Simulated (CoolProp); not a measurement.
Acetone at several states: density (kg/m³) from the reference equation and from simpler models built on Tc = 235.0 °C, pc = 4692 kPa, ω = 0.307; each cubic takes its own stable root.

Values from CoolProp's reference Helmholtz-energy equation of state, Lemmon 2006. It is a short technical equation, of lower accuracy than the large ones.

```json
[
 {"T (°C)": "-23.95", "p (kPa)": "409", "phase": "liquid", "reference": "838.1", "van der Waals": "425.6", "Redlich-Kwong": "632.0", "Soave-Redlich-Kwong": "648.3", "Peng-Robinson": "728.8"},
 {"T (°C)": "151.45", "p (kPa)": "6790", "phase": "liquid", "reference": "636.9", "van der Waals": "345.7", "Redlich-Kwong": "473.5", "Soave-Redlich-Kwong": "494.9", "Peng-Robinson": "559.1"},
 {"T (°C)": "138.35", "p (kPa)": "19.5", "phase": "gas", "reference": "0.3322", "van der Waals": "0.3317", "Redlich-Kwong": "0.3319", "Soave-Redlich-Kwong": "0.3319", "Peng-Robinson": "0.3320"},
 {"T (°C)": "205.85", "p (kPa)": "32.1", "phase": "gas", "reference": "0.4697", "van der Waals": "0.4692", "Redlich-Kwong": "0.4694", "Soave-Redlich-Kwong": "0.4695", "Peng-Robinson": "0.4696"},
 {"T (°C)": "199.65", "p (kPa)": "96.7", "phase": "gas", "reference": "1.444", "van der Waals": "1.439", "Redlich-Kwong": "1.441", "Soave-Redlich-Kwong": "1.442", "Peng-Robinson": "1.443"},
 {"T (°C)": "-6.35", "p (kPa)": "6230", "phase": "liquid", "reference": "823.8", "van der Waals": "425.2", "Redlich-Kwong": "624.0", "Soave-Redlich-Kwong": "640.6", "Peng-Robinson": "720.1"}
]
```
